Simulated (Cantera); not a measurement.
Mixture: CH4 : O2 : N2 = 1 : 2.13 : 8 (molar parts), equivalence ratio 0.94, at 1.38 atm, adiabatic and at constant pressure. Ignition delay is the time to a rise of 400 K.

Cantera simulation using GRI-Mech 3.0 (53 species, 325 reactions); the numbers are that mechanism's predictions, not measurements.

**Question.** Predict: delay at 1298 K; delay at 1398 K; delay at 1498 K; delay at 1598 K; apparent activation energy between 1548 and 1648 K.

**Answer.** 
```json
{
  "delay at 1298 K": "8.91 ms",
  "delay at 1398 K": "2.66 ms",
  "delay at 1498 K": "0.905 ms",
  "delay at 1598 K": "0.357 ms",
  "apparent activation energy between 1548 and 1648 K": "180 kJ/mol"
}
```
